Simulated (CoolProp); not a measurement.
A closed Brayton cycle with carbon dioxide: compressor inlet 318.15 K and 9.5 MPa, high pressure 19.7 MPa, turbine inlet 690 K, compressor efficiency 0.85, turbine efficiency 0.9, recuperator effectiveness 0.95 (on enthalpy, no pinch check). Each further row changes one setting.

The numbers come from the reference Helmholtz-energy equation of state, Span 1996 in CoolProp.

```csv
case,thermal efficiency (%),net work (kJ/kg),compressor to turbine work,compressor exit (K),turbine exit (K)
as stated,29.4,55.2,0.31,359.1,610.2
turbine inlet 640 K,27.0,48.1,0.34,359.1,563.1
compressor inlet 328.15 K,28.3,46.6,0.41,384.1,610.2
high pressure 16.7 MPa,27.4,44.8,0.28,349.7,628.0
recuperator effectiveness 0.5,17.0,55.2,0.31,359.1,610.2
```
